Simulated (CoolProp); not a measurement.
Vapour-liquid equilibrium of isohexane (1) + n-heptane (2) at 279.9 K; x and y are mole fractions of (1).

Computed with CoolProp (multi-fluid Helmholtz-energy mixture model, Lemmon 2006 and Span 2003; pair parameters Bell 2016).

### Question
Give the bubble pressure and the first vapour's composition at x = 0.35, 0.425, 0.575. Is there an azeotrope?

### Answer
x = 0.35: 5.861 kPa, y = 0.744; x = 0.425: 6.615 kPa, y = 0.799; x = 0.575: 8.133 kPa, y = 0.879. No azeotrope shows between x = 0.05 and 0.95.

The pair parameters rest on a limited set of measurements; away from them the model extrapolates.
